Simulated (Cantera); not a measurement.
Charge: 1 mol Si3N4, 0.069 mol N2O, 120 mol N2, at 39.0 Pa.

These are equilibrium values from Cantera (NASA tables, ideal gas, pure condensed phases), not measurements of a reactor. Candidate condensed phases: Si, SiO2, Si2N2O, Si3N4; 16 gas species. Mutual solubility and eutectic melting of coexisting phases are not modelled. Equilibrium is a limit: real reactors are often held back by kinetics, nucleation or transport.

Task: Which condensed phases are stable at each of these points (T (K)): 950, 1100, 1250, 1400, 1550, 1700, 1850, 2000, 2150?

Result: 
```json
[
 {"T (K)": "950", "condensed phases": "Si2N2O(s) + Si3N4(s)", "Si condensed (%)": "100.0"},
 {"T (K)": "1100", "condensed phases": "Si2N2O(s) + Si3N4(s)", "Si condensed (%)": "100.0"},
 {"T (K)": "1250", "condensed phases": "Si2N2O(s) + Si3N4(s)", "Si condensed (%)": "100.0"},
 {"T (K)": "1400", "condensed phases": "Si2N2O(s) + Si3N4(s)", "Si condensed (%)": "99.8"},
 {"T (K)": "1550", "condensed phases": "Si3N4(s)", "Si condensed (%)": "97.5"},
 {"T (K)": "1700", "condensed phases": "Si(l)", "Si condensed (%)": "90.1"},
 {"T (K)": "1850", "condensed phases": "Si(l)", "Si condensed (%)": "25.9"},
 {"T (K)": "2000", "condensed phases": "gas only", "Si condensed (%)": "0.0"},
 {"T (K)": "2150", "condensed phases": "gas only", "Si condensed (%)": "0.0"}
]
```

From 950 K to 1400 K the condensed part is Si2N2O(s) + Si3N4(s). At 1550 K the condensed part is Si3N4(s). From 1700 K to 1850 K the condensed part is Si(l). From 2000 K to 2150 K nothing is condensed.
